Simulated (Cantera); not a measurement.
Equilibrium for silicon epitaxy and polysilicon growth: Si3H8 + Cl2 + H2

A closed system holds: 1 mol Si3H8, 0.1 mol Cl2, 520 mol H2, held at 0.0100 bar.

These are equilibrium values from Cantera (NASA tables, ideal gas, pure condensed phases), not measurements of a reactor. Candidate condensed phases: Si; 19 gas species. The feed counts by its element totals alone. Gases not in the tables: Si2H6 and higher silanes. The numbers say what is thermodynamically allowed, not how fast it happens.

From 1098 K to 1648 K the condensed part is Si(s). From 1698 K to 1748 K the condensed part is Si(l). The main Si-bearing gas is SiCl2 at 1098 K and Si at 1748 K.

```tsv
T (K)	x H2	x H	x HCl	x Si	x SiH2	n Si(s)	n Si(l)
1098	1.000	2.47e-7	0.000381	2.16e-12	1.25e-9	3.00	0
1148	1.000	7.16e-7	0.000381	1.83e-11	3.97e-9	3.00	0
1198	1.000	1.90e-6	0.000381	1.29e-10	1.14e-8	3.00	0
1248	1.000	4.67e-6	0.000381	7.76e-10	3.01e-8	3.00	0
1298	1.000	1.07e-5	0.000381	4.06e-9	7.39e-8	3.00	0
1348	1.000	2.31e-5	0.000381	1.88e-8	1.69e-7	3.00	0
1398	1.000	4.73e-5	0.000381	7.79e-8	3.65e-7	3.00	0
1448	1.000	9.22e-5	0.000381	2.92e-7	7.48e-7	3.00	0
1498	0.999	0.000172	0.000381	1.00e-6	1.46e-6	3.00	0
1548	0.999	0.000308	0.000380	3.18e-6	2.72e-6	3.00	0
1598	0.999	0.000532	0.000380	9.35e-6	4.89e-6	2.99	0
1648	0.999	0.000890	0.000380	2.58e-5	8.46e-6	2.98	0
1698	0.998	0.00144	0.000379	6.57e-5	1.39e-5	0	2.95
1748	0.997	0.00228	0.000379	0.000146	2.05e-5	0	2.90
```
x: gas mole fraction; n: condensed amount in mol.
